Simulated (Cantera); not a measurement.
An adiabatic, constant-volume homogeneous reactor starts with 3.79 % CH4, 19.4 % O2, 73.1 % N2, 3.67 % H2O, at 1800 K and 5.00 bar.

Model: GRI-Mech 3.0 (53 species, 325 reactions), integrated in Cantera.

Problem. Predict: time of steepest temperature rise; temperature at 3.00 s; equilibrium temperature; x(O2) at 3.00 s; x(H2O) at 3.00 s; x(NO) at 3.00 s; x(HO2) at 3.00 s; x(CO2) at 3.00 s.

Solution. 
```
Quantity                                                            Result
---------------------------------  ---------------------------------------
time of steepest temperature rise                                  24.4 µs
temperature at 3.00 s                                               2615 K
equilibrium temperature                                             2615 K
x(O2) at 3.00 s                        0.106 (gas-phase equilibrium 0.106)
x(H2O) at 3.00 s                       0.105 (gas-phase equilibrium 0.105)
x(NO) at 3.00 s                      0.0190 (gas-phase equilibrium 0.0190)
x(HO2) at 3.00 s                   1.92e-5 (gas-phase equilibrium 1.92e-5)
x(CO2) at 3.00 s                     0.0350 (gas-phase equilibrium 0.0350)
```
